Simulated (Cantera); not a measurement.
A Cantera script and its output.

```python
import numpy as np
import cantera as ct

gas = ct.Solution("gri30.yaml")
gas.TPX = 1473, 23000, {'C3H8': 1, 'H2': 14}
inlet = ct.Reservoir(gas, clone=True)

reactor = ct.IdealGasConstPressureReactor(gas, energy="off", clone=False)
exhaust = ct.Reservoir(gas, clone=True)
tau = [11, 3.5, 1.1, 0.37, 0.12, 0.039, 0.013, 0.0042, 0.0014, 0.00044][0]
for a, b in ((inlet, reactor), (reactor, exhaust)):
    ct.MassFlowController(a, b, mdot=lambda t: reactor.mass / tau)
net = ct.ReactorNet([reactor])
show = ['C3H8', 'H2', 'C2H4', 'H', 'CH4', 'CH2']

rows = []
print(f"{'tau/s':>10s}{'T/K':>9s}" + "".join(f"{s:>11s}" for s in show))
for tau in [11, 3.5, 1.1, 0.37, 0.12, 0.039, 0.013, 0.0042, 0.0014, 0.00044]:
    net.initial_time = 0.0
    net.advance(30 * tau)
    before = gas.X
    net.advance(40 * tau)
    drift = np.max(np.abs(gas.X - before) / (gas.X + 1e-9))
    rows.append([gas.T, *gas[show].X, drift])
    print(f"{tau:10.3e}{gas.T:9.1f}" + "".join(f"{x:11.3e}" for x in gas[show].X))
```

Result:

```
     tau/s      T/K       C3H8         H2       C2H4          H        CH4        CH2
 1.100e+01   1473.0  2.820e-06  8.859e-01  4.490e-03  3.097e-05  5.201e-02  1.020e-09
 3.500e+00   1473.0  7.948e-06  8.859e-01  4.695e-03  3.910e-05  5.201e-02  1.615e-09
 1.100e+00   1473.0  2.137e-05  8.854e-01  5.129e-03  5.368e-05  5.280e-02  3.062e-09
 3.700e-01   1473.0  5.197e-05  8.843e-01  5.977e-03  7.478e-05  5.450e-02  6.075e-09
 1.200e-01   1473.0  1.264e-04  8.827e-01  7.775e-03  1.059e-04  5.691e-02  1.261e-08
 3.900e-02   1473.0  3.020e-04  8.809e-01  1.133e-02  1.486e-04  5.944e-02  2.580e-08
 1.300e-02   1473.0  7.030e-04  8.792e-01  1.753e-02  2.036e-04  6.134e-02  5.057e-08
 4.200e-03   1473.0  1.677e-03  8.782e-01  2.696e-02  2.748e-04  6.189e-02  9.857e-08
 1.400e-03   1473.0  3.911e-03  8.788e-01  3.687e-02  3.553e-04  6.005e-02  1.866e-07
 4.400e-04   1473.0  9.605e-03  8.831e-01  4.268e-02  4.297e-04  5.367e-02  3.551e-07
```

Computed with Cantera and GRI-Mech 3.0 (53 species, 325 reactions). GRI-Mech 3.0 was tuned for natural gas; its chemistry of propane as a main component is partial and can be far from experiment. GRI-Mech 3.0 stops at C3 and has no aromatics, soot or wall deposition, so with more carbon than oxygen in the feed, carbon stays in small species such as C2H2 where larger ones or solid carbon would form.
